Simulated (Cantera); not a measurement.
A closed system holds: 1 mol Si, 0.36 mol CO2, 97 mol CO, equilibrated at 15000 Pa.

Equilibrium computed with Cantera from the NASA thermochemical tables; the gas is ideal and each condensed phase is pure. Candidate condensed phases: C, Si, SiC, SiO2; 20 gas species. The tables hold silica as quartz up to 1696 K and as liquid above; real silica turns to tridymite and cristobalite and melts near 1996 K. Equilibrium is a limit: real reactors are often held back by kinetics, nucleation or transport.

x: gas mole fraction; n: condensed amount in mol.

```tsv
T (K)	x CO	x SiO	x CO2	x Si	x SiC2	x Si2C	x SiO2	n C(graphite)	n SiO2(β-quartz)	n SiC(s)
1325	0.999	3.37e-8	0.000579	<1e-12	<1e-12	<1e-12	<1e-12	1.70	1.000	0
1375	1.000	3.18e-7	0.000334	<1e-12	<1e-12	<1e-12	<1e-12	1.67	1.000	0
1425	1.000	2.55e-6	0.000200	<1e-12	<1e-12	<1e-12	1.17e-12	1.66	1.000	0
1475	1.000	1.77e-5	0.000125	2.54e-12	<1e-12	<1e-12	6.37e-12	1.65	0.998	0
1525	1.000	0.000108	8.01e-5	5.01e-11	<1e-12	<1e-12	3.10e-11	1.64	0.990	0
1575	0.999	0.000584	5.30e-5	8.16e-10	2.62e-12	<1e-12	1.36e-10	1.59	0.944	0
1625	0.997	0.00285	3.59e-5	1.12e-8	5.23e-11	3.78e-11	5.44e-10	1.37	0.726	0
1675	0.993	0.00694	3.38e-5	5.30e-8	1.90e-10	2.74e-10	1.50e-9	0	0	0.322
1725	0.993	0.00695	?	?	?	?	1.17e-9	0	0	0.321
1775	0.993	0.00695	?	?	?	?	9.21e-10	0	0	0.321
1825	0.993	0.00695	1.03e-5	8.86e-7	1.27e-8	1.07e-8	7.38e-10	0	0	0.320
```

Problem. Fill in the missing entries.

Solution. 
- 1725, x CO2: 2.22e-5
- 1725, x Si: 1.43e-7
- 1725, x SiC2: 8.37e-10
- 1725, x Si2C: 1.00e-9
- 1775, x CO2: 1.50e-5
- 1775, x Si: 3.65e-7
- 1775, x SiC2: 3.39e-9
- 1775, x Si2C: 3.39e-9
